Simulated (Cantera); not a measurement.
Cantera run, input and output.

```python
import numpy as np
import cantera as ct

gas = ct.Solution("gri30.yaml")
gas.TPX = 1973, 57000, {'CH4': 1, 'N2': 3.7}
reactor = ct.IdealGasConstPressureReactor(gas, energy="off", clone=False)
net = ct.ReactorNet([reactor])
net.rtol, net.atol = 1e-08, 1e-18
show = ['CH4', 'HCN', 'C2H6', 'C2H2', 'CH2', 'C2H4', 'H']
times = np.geomspace(4e-05, 100, 14)

steps = ct.SolutionArray(gas, extra=["t"])
rows = []
print(f"{'t/s':>10s}{'T/K':>9s}{'P/Pa':>11s}" + "".join(f"{s:>11s}" for s in show))
for t in times:
    while net.time < t:
        t_next = net.step()
        steps.append(gas.state, t=t_next)
    rows.append([np.interp(t, steps.t, y) for y in (steps.T, steps.P, *steps(*show).X.T)])
    print(f"{t:10.3e}{rows[-1][0]:9.1f}{rows[-1][1]:11.4g}" + "".join(f"{x:11.3e}" for x in rows[-1][2:]))
rate = np.gradient(steps.T, steps.t)
print("integrator steps:", len(steps.t))
if steps.T.max() > steps.T[0] + 200:
    print(f"time of steepest temperature rise: {steps.t[rate.argmax()]:.4e} s")
gas.TPX = 1973, 57000, {'CH4': 1, 'N2': 3.7}
gas.equilibrate("TP")
print(f"equilibrium (TP): T = {gas.T:.1f} K  " + "  ".join(f"{s} {gas[s].X[0]:.3e}" for s in show))
```

It prints:

```
       t/s      T/K       P/Pa        CH4        HCN       C2H6       C2H2        CH2       C2H4          H
 4.000e-05   1973.0    5.7e+04  2.068e-01  1.502e-09  1.073e-04  2.879e-05  3.608e-06  6.403e-04  2.548e-05
 1.242e-04   1973.0    5.7e+04  1.738e-01  8.893e-08  5.724e-04  3.266e-03  1.448e-05  9.429e-03  1.561e-04
 3.858e-04   1973.0    5.7e+04  8.779e-02  1.331e-06  2.091e-04  4.319e-02  1.155e-05  6.417e-03  4.530e-04
 1.198e-03   1973.0    5.7e+04  3.464e-02  4.448e-06  3.400e-05  7.171e-02  6.082e-06  7.998e-04  6.598e-04
 3.721e-03   1973.0    5.7e+04  1.086e-02  9.745e-06  3.815e-06  8.272e-02  2.635e-06  1.657e-04  8.130e-04
 1.156e-02   1973.0    5.7e+04  3.134e-03  1.617e-05  3.472e-07  8.618e-02  9.071e-07  1.056e-04  8.911e-04
 3.589e-02   1973.0    5.7e+04  9.822e-04  2.308e-05  3.739e-08  8.713e-02  3.011e-07  1.018e-04  9.159e-04
 1.115e-01   1973.0    5.7e+04  4.538e-04  3.197e-05  1.013e-08  8.736e-02  1.411e-07  1.018e-04  9.210e-04
 3.461e-01   1973.0    5.7e+04  4.020e-04  5.321e-05  8.527e-09  8.737e-02  1.252e-07  1.018e-04  9.214e-04
 1.075e+00   1973.0    5.7e+04  4.015e-04  1.254e-04  8.510e-09  8.734e-02  1.250e-07  1.018e-04  9.214e-04
 3.339e+00   1973.0    5.7e+04  4.012e-04  3.553e-04  8.499e-09  8.722e-02  1.249e-07  1.017e-04  9.214e-04
 1.037e+01   1973.0    5.7e+04  4.006e-04  1.045e-03  8.471e-09  8.688e-02  1.247e-07  1.012e-04  9.214e-04
 3.220e+01   1973.0    5.7e+04  3.988e-04  2.988e-03  8.389e-09  8.591e-02  1.242e-07  1.001e-04  9.214e-04
 1.000e+02   1973.0    5.7e+04  3.939e-04  7.825e-03  8.174e-09  8.350e-02  1.226e-07  9.731e-05  9.214e-04
integrator steps: 1502
equilibrium (TP): T = 1973.0 K  CH4 2.643e-04  HCN 1.009e-01  C2H6 3.664e-09  C2H2 3.706e-02  CH2 8.224e-08  C2H4 4.323e-05  H 9.219e-04
```

Cantera simulation using GRI-Mech 3.0 (53 species, 325 reactions); the numbers are that mechanism's predictions, not measurements. GRI-Mech 3.0 stops at C3 and has no aromatics, soot or wall deposition, so with more carbon than oxygen in the feed, carbon stays in small species such as C2H2 where larger ones or solid carbon would form.
